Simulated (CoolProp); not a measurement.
Model: reference Helmholtz-energy equation of state, Beckmüller 2019, in CoolProp.

Task: For n-octane, give the phase and the cp (kJ/(kg K)), cv (kJ/(kg K)), Joule-Thomson coefficient (K/MPa) at 346.85 °C and 1.1 MPa; 346.85 °C and 3.49 MPa.

Result: 
- 346.85 °C and 1.1 MPa: gas; cp 3.02, cv 2.88, Joule-Thomson coefficient 6.99
- 346.85 °C and 3.49 MPa: supercritical; cp 4.02, cv 3.01, Joule-Thomson coefficient 11.0
